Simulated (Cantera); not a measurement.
A Cantera script and its output.

```python
import numpy as np
import cantera as ct

gas = ct.Solution("gri30.yaml")
gas.TPX = 675, 24000, {'CH4': 1, 'O2': 2, 'N2': 13.8}
inlet = ct.Reservoir(gas, clone=True)
gas.equilibrate("HP")  # start burning
reactor = ct.IdealGasConstPressureReactor(gas, energy="on", clone=False)
exhaust = ct.Reservoir(gas, clone=True)
tau = [0.09, 0.045, 0.023, 0.011, 0.0057, 0.0029, 0.0014, 0.00073, 0.00036, 0.00018, 9.2e-05, 4.6e-05, 2.3e-05][0]
for a, b in ((inlet, reactor), (reactor, exhaust)):
    ct.MassFlowController(a, b, mdot=lambda t: reactor.mass / tau)
net = ct.ReactorNet([reactor])
show = ['CH4', 'O2', 'H2', 'C2H', 'H2O']

rows = []
print(f"{'tau/s':>10s}{'T/K':>9s}" + "".join(f"{s:>11s}" for s in show))
for tau in [0.09, 0.045, 0.023, 0.011, 0.0057, 0.0029, 0.0014, 0.00073, 0.00036, 0.00018, 9.2e-05, 4.6e-05, 2.3e-05]:
    net.initial_time = 0.0
    net.advance(30 * tau)
    before = gas.X
    net.advance(40 * tau)
    drift = np.max(np.abs(gas.X - before) / (gas.X + 1e-9))
    rows.append([gas.T, *gas[show].X, drift])
    print(f"{tau:10.3e}{gas.T:9.1f}" + "".join(f"{x:11.3e}" for x in gas[show].X))
```

Result:

```
     tau/s      T/K        CH4         O2         H2        C2H        H2O
 9.000e-02   1833.5  1.124e-05  7.141e-03  5.556e-03  6.720e-12  1.098e-01
 4.500e-02   1804.0  1.817e-05  8.378e-03  6.573e-03  1.247e-11  1.079e-01
 2.300e-02   1772.1  2.972e-05  9.659e-03  7.604e-03  2.375e-11  1.058e-01
 1.100e-02   1733.9  5.309e-05  1.115e-02  8.719e-03  5.162e-11  1.034e-01
 5.700e-03   1698.4  9.292e-05  1.257e-02  9.628e-03  1.111e-10  1.014e-01
 2.900e-03   1661.5  1.744e-04  1.427e-02  1.042e-02  2.674e-10  9.942e-02
 1.400e-03   1620.6  3.771e-04  1.684e-02  1.112e-02  7.813e-10  9.772e-02
 7.300e-04   1574.7  9.040e-04  2.122e-02  1.189e-02  2.437e-09  9.625e-02
 3.600e-04    675.0  5.952e-02  1.190e-01 -8.164e-17 -3.883e-41 -3.559e-16
 1.800e-04    675.0  5.952e-02  1.190e-01 -1.385e-19 -1.404e-44 -5.912e-19
 9.200e-05    675.0  5.952e-02  1.190e-01 -2.070e-22 -2.804e-47  2.248e-21
 4.600e-05    675.0  5.952e-02  1.190e-01 -1.269e-24 -7.633e-50  7.204e-22
 2.300e-05    675.0  5.952e-02  1.190e-01  1.171e-26 -4.419e-52  1.493e-22
```

Computed with Cantera and GRI-Mech 3.0 (53 species, 325 reactions).
